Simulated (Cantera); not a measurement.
**Equilibrium for boron, boron nitride and boron oxide: B2O3 + NH3 + H2**

A closed system holds: 1 mol B2O3, 0.1 mol NH3, 170 mol H2, equilibrated at 13300 Pa.

Method: chemical equilibrium by Gibbs-energy minimisation in Cantera with the NASA 1993 tables (ideal gas, pure condensed phases). Candidate condensed phases: B, BN, B2O3, B3O3H3, H2O; 39 gas species. Mutual solubility and eutectic melting of coexisting phases are not modelled. Gases not in the tables: H3BO3. Equilibrium is a limit: real reactors are often held back by kinetics, nucleation or transport.

From 998 K to 1398 K the condensed part is BN(s) + B2O3(l). At 1498 K the condensed part is B2O3(l). From 1598 K to 2298 K nothing is condensed.

```tsv
T (K)	x H2	x H	x HBO	x HBO2	x H2O	x BO	n BN(s)	n B2O3(l)
998	1.000	5.89e-9	1.99e-8	1.17e-6	0.000288	<1e-12	0.0328	0.983
1098	1.000	6.77e-8	4.92e-7	7.70e-6	0.000278	1.83e-12	0.0320	0.983
1198	0.999	5.21e-7	7.03e-6	3.61e-5	0.000266	1.61e-10	0.0318	0.980
1298	0.999	2.93e-6	6.60e-5	0.000131	0.000254	7.01e-9	0.0322	0.966
1398	0.999	1.30e-5	0.000437	0.000397	0.000251	1.73e-7	0.0247	0.911
1498	0.996	4.70e-5	0.00185	0.00124	0.000359	2.28e-6	0	0.701
1598	0.988	0.000145	0.00516	0.00405	0.000749	1.72e-5	0	0
1698	0.988	0.000394	0.00573	0.00391	0.00109	4.58e-5	0	0
1798	0.986	0.000958	0.00624	0.00368	0.00148	0.000108	0	0
1898	0.985	0.00212	0.00669	0.00339	0.00191	0.000232	0	0
1998	0.982	0.00435	0.00704	0.00306	0.00235	0.000454	0	0
2098	0.977	0.00833	0.00723	0.00270	0.00280	0.000817	0	0
2198	0.970	0.0150	0.00722	0.00232	0.00323	0.00136	0	0
2298	0.959	0.0257	0.00697	0.00193	0.00364	0.00210	0	0
```
x: gas mole fraction; n: condensed amount in mol.
